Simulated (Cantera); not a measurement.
# Thermodynamics of fluorocarbon and chlorocarbon gases, feed CHF3 + H2 + CH4

Feed: 1 mol CHF3, a varied amount of H2, 0.022 mol CH4, held at 3127 °C and 0.180 bar.

Cantera equilibrium calculation (NASA polynomials, part measured and part estimated; ideal gas, pure solids and liquids). Candidate condensed phases: C, C6H6, C7H8, C8H18; 95 gas species. Equilibrium is a limit: real reactors are often held back by kinetics, nucleation or transport.

```
n(H2) (mol)   x HF     x H     x F     x H2    x C3     x CF  x C2H2 (acetylene)    x C2H
-----------  -----  ------  ------  -------  ------  -------  ------------------  -------
0.67         0.637  0.0525   0.173  0.00226  0.0666   0.0401            0.000367  0.00241
0.82         0.669  0.0744   0.128  0.00456  0.0667   0.0297            0.000740  0.00342
0.99         0.680   0.106  0.0912  0.00932  0.0648   0.0209             0.00148  0.00480
1.2          0.665   0.150  0.0632   0.0185  0.0603   0.0142             0.00281  0.00646
1.5          0.622   0.207  0.0428   0.0354  0.0530  0.00917             0.00493  0.00818
1.8          0.575   0.254  0.0323   0.0533  0.0464  0.00661             0.00679  0.00918
2.2          0.519   0.304  0.0244   0.0760  0.0392  0.00473             0.00865  0.00980
2.6          0.472   0.342  0.0197   0.0963  0.0336  0.00362             0.00990  0.00996
3.2          0.414   0.386  0.0153    0.123  0.0273  0.00263              0.0110  0.00979
```
x: gas mole fraction; nothing condenses.

From 0.67 mol H2 to 3.2 mol H2 nothing is condensed. The main C-bearing gas is C3 throughout.
